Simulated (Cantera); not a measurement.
**Pb + H2 (iron carbonyl, mercury and lead vapours)**

Charge: 1 mol Pb, 71 mol H2, at 1.20 mbar.

These are equilibrium values from Cantera (NASA tables, ideal gas, pure condensed phases), not measurements of a reactor. Candidate condensed phases: Pb; 4 gas species. Kinetics and transport are ignored.

```json
[
 {"T (K)": "523", "x H2": "1.00", "x Pb": "1.43e-11", "x H": "<1e-12", "x Pb2": "<1e-12", "n Pb(s)": "1.00", "n Pb(l)": "0"},
 {"T (K)": "673", "x H2": "1.00", "x Pb": "2.55e-7", "x H": "<1e-12", "x Pb2": "<1e-12", "n Pb(s)": "0", "n Pb(l)": "1.000"},
 {"T (K)": "823", "x H2": "1.000", "x Pb": "0.000112", "x H": "2.12e-10", "x Pb2": "1.38e-11", "n Pb(s)": "0", "n Pb(l)": "0.992"},
 {"T (K)": "973", "x H2": "0.993", "x Pb": "0.00729", "x H": "3.11e-8", "x Pb2": "1.52e-8", "n Pb(s)": "0", "n Pb(l)": "0.479"},
 {"T (K)": "1123", "x H2": "0.986", "x Pb": "0.0139", "x H": "1.22e-6", "x Pb2": "2.03e-8", "n Pb(s)": "0", "n Pb(l)": "0"},
 {"T (K)": "1273", "x H2": "0.986", "x Pb": "0.0139", "x H": "2.04e-5", "x Pb2": "9.46e-9", "n Pb(s)": "0", "n Pb(l)": "0"},
 {"T (K)": "1423", "x H2": "0.986", "x Pb": "0.0139", "x H": "0.000190", "x Pb2": "5.15e-9", "n Pb(s)": "0", "n Pb(l)": "0"},
 {"T (K)": "1573", "x H2": "0.985", "x Pb": "0.0139", "x H": "0.00116", "x Pb2": "3.14e-9", "n Pb(s)": "0", "n Pb(l)": "0"}
]
```
x: gas mole fraction; n: condensed amount in mol.

At 523 K the condensed part is Pb(s). From 673 K to 973 K the condensed part is Pb(l). From 1123 K to 1573 K nothing is condensed.
